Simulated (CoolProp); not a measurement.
Vapour-liquid equilibrium of propane (1) + isohexane (2) at 240.9 K; x and y are mole fractions of (1).

Values from CoolProp's multi-fluid Helmholtz-energy mixture model, Lemmon 2009 and Lemmon 2006; pair parameters Bell 2016.

```json
[
 {"x": "0.05", "bubble pressure (bar)": "0.09660", "y at the bubble point": "0.868", "dew pressure at overall composition x (bar)": "0.01400", "liquid density (mol/L)": "8.283"},
 {"x": "0.15", "bubble pressure (bar)": "0.2592", "y at the bubble point": "0.955", "dew pressure at overall composition x (bar)": "0.01563", "liquid density (mol/L)": "8.638"},
 {"x": "0.25", "bubble pressure (bar)": "0.4168", "y at the bubble point": "0.975", "dew pressure at overall composition x (bar)": "0.01770", "liquid density (mol/L)": "9.017"},
 {"x": "0.35", "bubble pressure (bar)": "0.5699", "y at the bubble point": "0.984", "dew pressure at overall composition x (bar)": "0.02040", "liquid density (mol/L)": "9.424"},
 {"x": "0.45", "bubble pressure (bar)": "0.7194", "y at the bubble point": "0.989", "dew pressure at overall composition x (bar)": "0.02406", "liquid density (mol/L)": "9.861"},
 {"x": "0.55", "bubble pressure (bar)": "0.8661", "y at the bubble point": "0.992", "dew pressure at overall composition x (bar)": "0.02933", "liquid density (mol/L)": "10.33"},
 {"x": "0.65", "bubble pressure (bar)": "1.011", "y at the bubble point": "0.995", "dew pressure at overall composition x (bar)": "0.03756", "liquid density (mol/L)": "10.83"},
 {"x": "0.75", "bubble pressure (bar)": "1.156", "y at the bubble point": "0.996", "dew pressure at overall composition x (bar)": "0.05218", "liquid density (mol/L)": "11.38"},
 {"x": "0.85", "bubble pressure (bar)": "1.304", "y at the bubble point": "0.998", "dew pressure at overall composition x (bar)": "0.08547", "liquid density (mol/L)": "11.96"},
 {"x": "0.95", "bubble pressure (bar)": "1.456", "y at the bubble point": "0.999", "dew pressure at overall composition x (bar)": "0.2355", "liquid density (mol/L)": "12.58"}
]
```

No azeotrope shows between x = 0.05 and 0.95.

Pair parameters are fitted to limited data, so mixtures are less certain than the pure fluids.
